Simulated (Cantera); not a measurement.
A closed system holds: 1 mol toluene, 1.1 mol NH₃, held at 1698 K and 3.80 bar.

Equilibrium computed with Cantera from the NASA thermochemical tables; the gas is ideal and each condensed phase is pure. The numbers say what is thermodynamically allowed, not how fast it happens.

| species | before | after |
|---|---|---|
| H₂ | 0.907 | 0.910 |
| N₂ | 0.0885 | 0.0882 |
| HCN | 0.00103 | 0.00103 |
| CH₄ | 0.00345 | 5.03e-5 |
| H | 7.06e-5 | 0.000588 |
| NH₃ | 3.57e-5 | 5.18e-7 |
| C₂H₄ | 1.11e-5 | 1.63e-7 |
| C₂H₂ (acetylene) | 6.53e-5 | 6.56e-5 |
| HNC | 3.05e-5 | 3.05e-5 |
| C(graphite), mol | 6.97 | 6.99 |
Gas species are given as mole fractions.

**Question.** What was changed between the two runs?
A. temperature from 1698 K to 925 K
B. temperature from 1698 K to 825 K
C. pressure from 3.80 bar to 42.0 bar
D. pressure from 3.80 bar to 0.0550 bar

**Answer.** D, pressure from 3.80 bar to 0.0550 bar
